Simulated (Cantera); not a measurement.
Feed: 1 mol Si2Cl6, 1.2 mol HCl, 260 mol N2, at 1625 K and 130 Pa.

Method: chemical equilibrium by Gibbs-energy minimisation in Cantera with the NASA 1993 tables (ideal gas, pure condensed phases). Candidate condensed phases: NH4Cl, Si, Si3N4; 28 gas species. The feed counts by its element totals alone. The tables' values for SiCl3 are old estimates; treat these amounts as uncertain. The numbers say what is thermodynamically allowed, not how fast it happens.

Base state: N2 0.982, SiCl2 0.00618, Cl 0.00581, HCl 0.00453, SiCl3 0.000998, SiCl4 0.000375 (mole fractions); condensed: gas only.

What changes in the equilibrium state with this change: temperature from 1625 K to 1198 K?


| species | before | after |
|---|---|---|
| N2 | 0.982 | 0.989 |
| SiCl4 | 0.000375 | 0.00473 |
| HCl | 0.00453 | 0.00449 |
| Cl | 0.00581 | 3.31e-6 |
| SiCl2 | 0.00618 | 0.000933 |
| H2 | 1.44e-6 | 3.85e-5 |
| SiCl3 | 0.000998 | 0.000706 |
| Si3N4(s), mol | 0 | 0.109 |
N2 is the only nitrogen source here; it is nearly inert below about 1500 K, so the nitride shown seldom forms there in practice.
